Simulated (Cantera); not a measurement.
# Chemical vapour transport: Al2O3 + HCl + H2

Charge: 1 mol Al2O3, 2.4 mol HCl, 0.62 mol H2, at 0.133 bar.

Method: chemical equilibrium by Gibbs-energy minimisation in Cantera with the NASA 1993 tables (ideal gas, pure condensed phases). Candidate condensed phases: Al, AlCl3, Al2O3, H2O; 29 gas species. The tables' values for AlCl2 are old estimates; treat these amounts as uncertain. Condensed phases not in the tables: AlOCl. Rates play no part.

```tsv
T (K)	x HCl	x H2	x H2O	x AlCl3	n Al2O3(s)
998	0.794	0.205	0.000261	0.000174	1.000
1048	0.794	0.205	0.000377	0.000251	1.000
1098	0.794	0.205	0.000526	0.000350	0.999
1148	0.793	0.205	0.000711	0.000474	0.999
1198	0.793	0.205	0.000935	0.000624	0.999
1248	0.793	0.205	0.00120	0.000802	0.999
1298	0.792	0.205	0.00152	0.00101	0.998
1348	0.791	0.205	0.00188	0.00125	0.998
1398	0.791	0.205	0.00228	0.00152	0.998
1448	0.790	0.205	0.00274	0.00182	0.997
1498	0.789	0.206	0.00324	0.00215	0.997
1548	0.788	0.206	0.00380	0.00252	0.996
1598	0.787	0.206	0.00440	0.00290	0.996
```
x: gas mole fraction; n: condensed amount in mol.

From 998 K to 1598 K the condensed part is Al2O3(s). The main Al-bearing gas is AlCl3 throughout.
